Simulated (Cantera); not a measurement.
Charge: 1 mol C3H8, 0.089 mol O2, 21 mol H2, equilibrated at 2200 K and 47.0 Pa.

Method: chemical equilibrium by Gibbs-energy minimisation in Cantera with the NASA 1993 tables (ideal gas, pure condensed phases). Candidate condensed phases: C, C6H6, C7H8, C8H18, H2O; 110 gas species. Rates play no part.

Base state: H2 0.765, H 0.227, CO 0.00627, C2H2 (acetylene) 0.00196, C2H 2.02e-5 (mole fractions); condensed: C(graphite).

**Question.** What changes in the equilibrium state with this change: O2 from 0.089 to 0.13 mol?

**Answer.** 
```json
[
 {"species": "H2", "before": "0.765", "after": "0.762"},
 {"species": "H", "before": "0.227", "after": "0.227"},
 {"species": "CO", "before": "0.00627", "after": "0.00913"},
 {"species": "C2H2 (acetylene)", "before": "0.00196", "after": "0.00195"},
 {"species": "C2H", "before": "2.02e-5", "after": "2.01e-5"},
 {"species": "C(graphite), mol", "before": "2.71", "after": "2.63"}
]
```

**Question.** What changes in the equilibrium state with this change: temperature from 2200 K to 1373.15 K?

**Answer.** 
| species | before | after |
|---|---|---|
| H2 | 0.765 | 0.993 |
| CO | 0.00627 | 0.00707 |
| H | 0.227 | 0.000153 |
| C2H2 (acetylene) | 0.00196 | 1.72e-6 |
| C2H | 2.02e-5 | <1e-9 |
| C(graphite), mol | 2.71 | 2.82 |
